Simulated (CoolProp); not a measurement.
n-decane along the isobar 1.01 bar: Z from the reference equation and from simpler models built on Tc = 344.5 °C, pc = 21.01 bar, ω = 0.488; each cubic takes its own stable root.

Computed with CoolProp (reference Helmholtz-energy equation of state, Lemmon 2006). It is a short technical equation, of lower accuracy than the large ones.

| T (°C) | phase | reference |
|---|---|---|
| 197.35 | gas | 0.9486 |
| 210.95 | gas | 0.9543 |
| 224.55 | gas | 0.9592 |
| 238.15 | gas | 0.9634 |
| 251.75 | gas | 0.9670 |
| 265.35 | gas | 0.9702 |
| 278.95 | gas | 0.9730 |
| 292.55 | gas | 0.9755 |
| 306.05 | gas | 0.9777 |
| 319.65 | gas | 0.9796 |
| 333.25 | gas | 0.9814 |
| 346.85 | gas | 0.9829 |

How far does each simpler model (Pitzer virial, van der Waals, Redlich-Kwong, Soave-Redlich-Kwong, Peng-Robinson) lie from the reference over these 12 states: mean and median of the absolute difference, and the worst?


- Pitzer virial: mean 0.1 %, median 0.1 %, worst +0.3 % at 197.35 °C and 1.01 bar
- van der Waals: mean 1.1 %, median 0.9 %, worst +2.5 % at 197.35 °C and 1.01 bar
- Redlich-Kwong: mean 0.6 %, median 0.5 %, worst +1.6 % at 197.35 °C and 1.01 bar
- Soave-Redlich-Kwong: mean 0.3 %, median 0.2 %, worst +0.9 % at 197.35 °C and 1.01 bar
- Peng-Robinson: mean 0.2 %, median 0.1 %, worst +0.6 % at 197.35 °C and 1.01 bar
